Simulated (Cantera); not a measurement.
Charge: 1 mol SiC, 0.03 mol N2O, 460 mol H2, 0.0015 mol H2O, held at 0.510 bar.

Cantera equilibrium calculation (NASA polynomials, part measured and part estimated; ideal gas, pure solids and liquids). Candidate condensed phases: C, C6H6, C7H8, C8H18, H2O, Si, SiC, SiO2, Si2N2O, Si3N4; 151 gas species. Mutual solubility and eutectic melting of coexisting phases are not modelled. Gases not in the tables: Si2H6 and higher silanes. Equilibrium is a limit: real reactors are often held back by kinetics, nucleation or transport.

Which condensed phases are stable at each of these points (T (K)): 1323, 1398, 1473, 1548, 1623, 1698, 1773, 1848, 1923?


```tsv
T (K)	condensed phases	Si condensed (%)
1323	SiC(s) + Si2N2O(s)	99.9
1398	SiC(s) + Si2N2O(s)	99.9
1473	SiC(s) + Si2N2O(s)	99.4
1548	SiC(s)	97.7
1623	SiC(s)	97.7
1698	SiC(s)	97.7
1773	SiC(s)	97.5
1848	SiC(s)	97.1
1923	SiC(s)	96.2
```

From 1323 K to 1473 K the condensed part is SiC(s) + Si2N2O(s). From 1548 K to 1923 K the condensed part is SiC(s).
